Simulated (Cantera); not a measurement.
Standard-state values (1 bar) from the NASA 1993 polynomials, evaluated with Cantera. Values are per mole of reaction as written; species without (g) are pure solids or liquids, kept so even where they would boil at 1 bar.

a) 0.8 V + O2(g) = 0.4 V2O5
b) 2 Ba + O2(g) = 2 BaO
c) Ta + O2(g) = TaO2(g)
d) 2 Si + O2(g) = 2 SiO(g)
e) Nb + O2(g) = NbO2

**Question.** Order these by ΔG° at 2123 K, most negative first.

**Answer.** b (-700 kJ), d (-524 kJ), e (-433 kJ), a (-306 kJ), c (-254 kJ)
